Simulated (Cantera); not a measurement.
# Moist CO burnout

An isothermal, constant-pressure homogeneous reactor starts with CO : O2 : H2O : N2 = 0.0023 : 0.02 : 0.0038 : 1 (molar parts), equivalence ratio 0.057, at 975 K and 1200 Torr.

Cantera simulation using GRI-Mech 3.0 (53 species, 325 reactions); the numbers are that mechanism's predictions, not measurements.

```json
[
 {"t (s)": "0.000100", "x CO": "0.00224", "x O2": "0.0195", "x H2O": "0.00370", "x N2O": "<1e-12", "x O": "4.11e-12"},
 {"t (s)": "0.000255", "x CO": "0.00224", "x O2": "0.0195", "x H2O": "0.00370", "x N2O": "<1e-12", "x O": "1.03e-11"},
 {"t (s)": "0.000652", "x CO": "0.00224", "x O2": "0.0195", "x H2O": "0.00370", "x N2O": "<1e-12", "x O": "2.57e-11"},
 {"t (s)": "0.00166", "x CO": "0.00224", "x O2": "0.0195", "x H2O": "0.00370", "x N2O": "<1e-12", "x O": "6.16e-11"},
 {"t (s)": "0.00425", "x CO": "0.00224", "x O2": "0.0195", "x H2O": "0.00370", "x N2O": "<1e-12", "x O": "1.37e-10"},
 {"t (s)": "0.0108", "x CO": "0.00224", "x O2": "0.0195", "x H2O": "0.00370", "x N2O": "<1e-12", "x O": "2.67e-10"},
 {"t (s)": "0.0277", "x CO": "0.00224", "x O2": "0.0195", "x H2O": "0.00370", "x N2O": "2.26e-12", "x O": "5.07e-10"},
 {"t (s)": "0.0707", "x CO": "0.00224", "x O2": "0.0195", "x H2O": "0.00370", "x N2O": "1.43e-11", "x O": "1.77e-9"},
 {"t (s)": "0.181", "x CO": "0.00224", "x O2": "0.0195", "x H2O": "0.00370", "x N2O": "3.09e-10", "x O": "2.47e-8"},
 {"t (s)": "0.461", "x CO": "0.00218", "x O2": "0.0195", "x H2O": "0.00370", "x N2O": "5.58e-9", "x O": "8.50e-8"},
 {"t (s)": "1.18", "x CO": "0.00199", "x O2": "0.0194", "x H2O": "0.00370", "x N2O": "2.22e-8", "x O": "8.19e-8"},
 {"t (s)": "3.00", "x CO": "0.00157", "x O2": "0.0192", "x H2O": "0.00370", "x N2O": "6.00e-8", "x O": "7.04e-8"},
 {"t (s)": "7.67", "x CO": "0.000890", "x O2": "0.0188", "x H2O": "0.00370", "x N2O": "1.31e-7", "x O": "4.66e-8"},
 {"t (s)": "19.6", "x CO": "0.000274", "x O2": "0.0185", "x H2O": "0.00371", "x N2O": "2.16e-7", "x O": "1.72e-8"},
 {"t (s)": "50.0", "x CO": "4.58e-5", "x O2": "0.0184", "x H2O": "0.00371", "x N2O": "2.54e-7", "x O": "2.49e-9"}
]
```
x: mole fraction; the columns are a selection and need not sum to one.

Equilibrium at this temperature and pressure: CO <1e-12, O2 0.0184, H2O 0.00371, N2O 9.28e-10, O 7.78e-12 (gas phase only).
